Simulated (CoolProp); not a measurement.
The fluid at 475.54 K and 3.49 MPa flows at 1.7 m/s in a round tube of 12.7 mm bore and 45 µm roughness, fully developed (64/Re and Nu = 3.66 if laminar; Colebrook and Gnielinski if turbulent). The same conditions are run with several fluids, on thermodynamics alone (safety and materials aside).

The numbers come from the reference Helmholtz-energy equation of state of each fluid (nitrogen: Span 2000; n-pentane: Thol 2019; c-C4F8 (RC318): Platzer 1990) in CoolProp. The equations of Platzer and Polt are older, rougher fits.

Problem. Rank nitrogen, n-pentane, c-C4F8 (RC318) by Reynolds number, highest first.

Solution. n-pentane (284000), c-C4F8 (RC318) (206000), nitrogen (20700)

```tsv
fluid	Darcy friction factor	pressure drop (Pa/m)	heat-transfer coefficient (W/(m² K))	mass flow (kg/h)
nitrogen	0.0322	89.3	204	18.9
n-pentane	0.0279	470	5930	115
c-C4F8 (RC318)	0.0280	711	1560	173
```

Transport values come from each fluid's own correlations; those of n-pentane, c-C4F8 (RC318) are estimates that may be off by 10 % or more.
